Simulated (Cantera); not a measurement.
# NO annealing gas

An isothermal, constant-pressure homogeneous reactor starts with NO : N₂ = 1 : 1.5 (molar parts), at 2073 K and 0.987 atm.

Model: GRI-Mech 3.0 (53 species, 325 reactions), integrated in Cantera.

| t (s) | x NO | x N₂O | x N₂ | x O | x NO₂ |
|---|---|---|---|---|---|
| 2.00e-6 | 0.400 | 6.18e-7 | 0.600 | 6.04e-7 | 1.80e-8 |
| 1.10e-5 | 0.400 | 3.33e-6 | 0.600 | 3.01e-6 | 4.70e-7 |
| 6.03e-5 | 0.400 | 1.67e-5 | 0.600 | 1.29e-5 | 7.74e-6 |
| 0.000331 | 0.400 | 5.80e-5 | 0.600 | 6.31e-5 | 6.24e-5 |
| 0.00182 | 0.399 | 7.84e-5 | 0.601 | 0.000112 | 0.000117 |
| 0.0100 | 0.392 | 7.55e-5 | 0.604 | 0.000129 | 0.000136 |
| 0.0549 | 0.356 | 6.12e-5 | 0.622 | 0.000200 | 0.000197 |
| 0.302 | 0.205 | 1.95e-5 | 0.697 | 0.000370 | 0.000216 |
| 1.66 | 0.0246 | 7.26e-7 | 0.787 | 0.000501 | 3.56e-5 |
| 9.10 | 0.00904 | 5.08e-7 | 0.795 | 0.000511 | 1.33e-5 |
| 50.0 | 0.00904 | 5.08e-7 | 0.795 | 0.000511 | 1.33e-5 |
x: mole fraction; the columns are a selection and need not sum to one.

Equilibrium at this temperature and pressure: NO 0.00904, N₂O 5.08e-7, N₂ 0.795, O 0.000511, NO₂ 1.33e-5 (gas phase only).
